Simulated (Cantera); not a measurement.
# Ammonia decomposition in nitride growth gas

An isothermal, constant-pressure homogeneous reactor starts with NH₃ : N₂ = 1 : 29 (molar parts), at 2200 K and 750 Torr.

Model: the gas-phase N/H chemistry of the illustrative SiF4/NH3 mechanism in the Surface Chemkin manual (1991), integrated in Cantera. Walls and surfaces, which speed up NH3 decomposition in real reactors, are not modelled.

```
t (s)       x NH₃   x N₂      x N    x N₂H₄       x H     x NH     x NH₂
--------  -------  -----  -------  --------  --------  -------  --------
0.000100   0.0328  0.966  9.12e-8   1.88e-8   5.21e-6  5.89e-6  0.000420
0.000378   0.0313  0.966  5.39e-7   2.90e-8   1.83e-5  1.25e-5  0.000522
0.00143    0.0262  0.963  1.77e-6   1.32e-8   4.75e-5  1.59e-5  0.000353
0.00541    0.0136  0.958  3.06e-6   3.58e-9  0.000127  1.48e-5  0.000183
0.0205    0.00129  0.952  2.86e-6  1.10e-10  0.000375  6.15e-6   3.22e-5
0.0775    5.11e-6  0.951  3.67e-7    <1e-12   0.00120  2.47e-7   3.96e-7
0.293     5.50e-7  0.951  4.40e-8    <1e-12   0.00124  2.86e-8   4.41e-8
1.11      1.79e-7  0.951  1.43e-8    <1e-12   0.00124  9.28e-9   1.43e-8
4.19      1.51e-7  0.951  1.21e-8    <1e-12   0.00124  7.86e-9   1.21e-8
15.9      1.51e-7  0.951  1.21e-8    <1e-12   0.00124  7.86e-9   1.21e-8
60.0      1.51e-7  0.951  1.21e-8    <1e-12   0.00124  7.86e-9   1.21e-8
```
x: mole fraction; the columns are a selection and need not sum to one.

Equilibrium at this temperature and pressure: NH₃ 1.51e-7, N₂ 0.951, N 1.21e-8, N₂H₄ <1e-12, H 0.00124, NH 7.86e-9, NH₂ 1.21e-8 (gas phase only).
